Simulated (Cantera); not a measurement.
Charge: 1 mol CF4, 0.095 mol Si, 2.4 mol H2, held at 1875 K and 0.100 bar.

These are equilibrium values from Cantera (NASA tables, ideal gas, pure condensed phases), not measurements of a reactor. Candidate condensed phases: C, C6H6, C7H8, C8H18, Si, SiC; 113 gas species. The tables' values for SiF3 are old estimates; treat these amounts as uncertain. Kinetics and transport are ignored.

Base state: HF 0.841, H2 0.136, SiF4 0.0215, H 0.000765, SiF3 0.000515, C2H2 (acetylene) 4.32e-5, SiHF3 1.47e-5 (mole fractions); condensed: C(graphite).

Problem. What changes in the equilibrium state with this change: CF4 replaced by c-C4F8?

Solution. 
```json
[
 {"species": "HF", "before": "0.841", "after": "0.855"},
 {"species": "CF4", "before": "<1e-9", "after": "0.123"},
 {"species": "SiF4", "before": "0.0215", "after": "0.0169"},
 {"species": "H2", "before": "0.136", "after": "1.61e-7"},
 {"species": "CF2", "before": "4.68e-9", "after": "0.00409"},
 {"species": "CF3", "before": "<1e-9", "after": "0.000435"},
 {"species": "C2H2 (acetylene)", "before": "4.32e-5", "after": "<1e-9"},
 {"species": "SiHF3", "before": "1.47e-5", "after": "<1e-9"},
 {"species": "C(graphite), mol", "before": "1.000", "after": "3.28"}
]
```
The feed counts by its element totals alone. Gases not in the tables: C2F6 and larger saturated fluorocarbons.
